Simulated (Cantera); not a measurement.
Input (Python, Cantera) and output of one run.

```python
import numpy as np
import cantera as ct

gas_names = """
    H HO2 H2 H2O H2O2 O OH O2 O3 Pb PbO Pb2
""".split()
cond_names = """
    H2O(s) H2O(L) Pb(cr) Pb(L) PbO(rd) PbO(yw) PbO(L) PbO2(s) Pb3O4(s)
""".split()


# ... load() reads the species with a 1 bar reference pressure and builds the phases ...
atoms = {
    'Pb': {'Pb': 1},
    'O2': {'O': 2},
    'H2': {'H': 2},
}
top_T = {'Pb3O4(s)': 820}  # K; cautious upper limits of use, not melting points


# ... equilibrate(T, P, feed) seeds the gas with the atoms and calls Mixture.equilibrate('TP', solver="vcs", rtol=1e-11, max_steps=5000) ...
results = []
feed = {'Pb': 1, 'O2': 0.38, 'H2': 44}  # mol
P = 13332.2  # Pa
for T in [450, 500, 550, 600, 650, 700, 750, 800, 850, 900, 950, 1000]:
    mix = equilibrate(T, P, feed)
    results.append((T, P, feed, dict(zip(mix.species_names, mix.species_moles))))

top = {s: max(r[3][s] / sum(r[3][g] for g in gas_names) for r in results) for s in gas_names}
cols = sorted((s for s in top if top[s] > 0.0001), key=lambda s: -top[s])[:5]
seen = [c for c in cond_names if any(r[3].get(c, 0) > 1e-12 for r in results)]
print("log10 of partial pressures in bar; condensed amounts in mol")
print(f"{'T/K':>10s}" + "".join(f"{s[:9]:>10s}" for s in cols + seen))
for T, P, feed, n in results:
    ng = sum(n[g] for g in gas_names)
    print(f"{T:10.4g}" + "".join(f"{np.log10(max(n[s] / ng * P / 1e5, 1e-99)):10.3f}" for s in cols)
          + "".join(f"{n.get(c, 0):10.4g}" for c in seen))
```

Result:

```
log10 of partial pressures in bar; condensed amounts in mol
       T/K        H2       H2O        Pb    Pb(cr)     Pb(L)
       450    -0.883    -2.638   -16.907         1         0
       500    -0.883    -2.638   -14.655         1         0
       550    -0.883    -2.638   -12.816         1         0
       600    -0.883    -2.638   -11.287         1         0
       650    -0.883    -2.638   -10.029         0         1
       700    -0.883    -2.638    -8.953         0         1
       750    -0.883    -2.638    -8.023         0         1
       800    -0.883    -2.638    -7.212         0         1
       850    -0.883    -2.638    -6.497         0    0.9999
       900    -0.883    -2.638    -5.864         0    0.9995
       950    -0.883    -2.638    -5.298         0    0.9983
      1000    -0.883    -2.638    -4.791         0    0.9947
```

These are equilibrium values from Cantera (NASA tables, ideal gas, pure condensed phases), not measurements of a reactor.
